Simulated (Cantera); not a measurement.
A Cantera script and its output.

```python
import numpy as np
import cantera as ct

gas = ct.Solution("gri30.yaml")
gas.TPX = 1675, 1333, {'CH4': 1, 'H2': 3.4}
reactor = ct.IdealGasConstPressureReactor(gas, energy="off", clone=False)
net = ct.ReactorNet([reactor])
net.rtol, net.atol = 1e-08, 1e-18
show = ['CH4', 'H2', 'C2H2', 'H', 'C2H4', 'CH3']
times = np.geomspace(4e-06, 60, 15)

steps = ct.SolutionArray(gas, extra=["t"])
rows = []
print(f"{'t/s':>10s}{'T/K':>9s}{'P/Pa':>11s}" + "".join(f"{s:>11s}" for s in show))
for t in times:
    while net.time < t:
        t_next = net.step()
        steps.append(gas.state, t=t_next)
    rows.append([np.interp(t, steps.t, y) for y in (steps.T, steps.P, *steps(*show).X.T)])
    print(f"{t:10.3e}{rows[-1][0]:9.1f}{rows[-1][1]:11.4g}" + "".join(f"{x:11.3e}" for x in rows[-1][2:]))
rate = np.gradient(steps.T, steps.t)
print("integrator steps:", len(steps.t))
if steps.T.max() > steps.T[0] + 200:
    print(f"time of steepest temperature rise: {steps.t[rate.argmax()]:.4e} s")
gas.TPX = 1675, 1333, {'CH4': 1, 'H2': 3.4}
gas.equilibrate("TP")
print(f"equilibrium (TP): T = {gas.T:.1f} K  " + "  ".join(f"{s} {gas[s].X[0]:.3e}" for s in show))
```

Result:

```
       t/s      T/K       P/Pa        CH4         H2       C2H2          H       C2H4        CH3
 4.000e-06   1675.0       1333  2.273e-01  7.727e-01  6.376e-21  1.636e-07  3.735e-16  2.141e-07
 1.302e-05   1675.0       1333  2.273e-01  7.727e-01  8.465e-19  4.118e-07  1.940e-14  8.175e-07
 4.239e-05   1675.0       1333  2.273e-01  7.727e-01  2.772e-16  8.832e-07  2.076e-12  3.118e-06
 1.380e-04   1675.0       1333  2.273e-01  7.727e-01  7.930e-14  2.182e-06  1.654e-10  1.084e-05
 4.491e-04   1675.0       1333  2.272e-01  7.727e-01  1.435e-11  6.399e-06  8.127e-09  3.599e-05
 1.462e-03   1675.0       1333  2.271e-01  7.727e-01  2.103e-09  2.012e-05  3.121e-07  1.177e-04
 4.759e-03   1675.0       1333  2.268e-01  7.727e-01  3.348e-07  6.468e-05  1.086e-05  3.820e-04
 1.549e-02   1675.0       1333  2.250e-01  7.732e-01  6.444e-05  2.086e-04  3.227e-04  1.219e-03
 5.043e-02   1675.0       1333  2.055e-01  7.836e-01  5.386e-03  4.652e-04  2.518e-03  2.439e-03
 1.642e-01   1675.0       1333  1.443e-01  8.202e-01  3.149e-02  5.324e-04  1.536e-03  1.880e-03
 5.344e-01   1675.0       1333  6.894e-02  8.653e-01  6.361e-02  6.364e-04  4.290e-04  1.023e-03
 1.739e+00   1675.0       1333  2.127e-02  8.938e-01  8.362e-02  7.989e-04  1.037e-04  3.850e-04
 5.662e+00   1675.0       1333  5.260e-03  9.033e-01  9.029e-02  9.275e-04  6.731e-05  1.095e-04
 1.843e+01   1675.0       1333  1.459e-03  9.056e-01  9.188e-02  9.600e-04  6.554e-05  3.138e-05
 6.000e+01   1675.0       1333  6.252e-04  9.061e-01  9.223e-02  9.638e-04  6.560e-05  1.349e-05
integrator steps: 1099
equilibrium (TP): T = 1675.0 K  CH4 5.475e-04  H2 9.062e-01  C2H2 9.226e-02  H 9.641e-04  C2H4 6.561e-05  CH3 1.182e-05
```

Cantera simulation using GRI-Mech 3.0 (53 species, 325 reactions); the numbers are that mechanism's predictions, not measurements. GRI-Mech 3.0 stops at C3 and has no aromatics, soot or wall deposition, so with more carbon than oxygen in the feed, carbon stays in small species such as C2H2 where larger ones or solid carbon would form. Radical loss at walls, strong at low pressure, is not modelled.
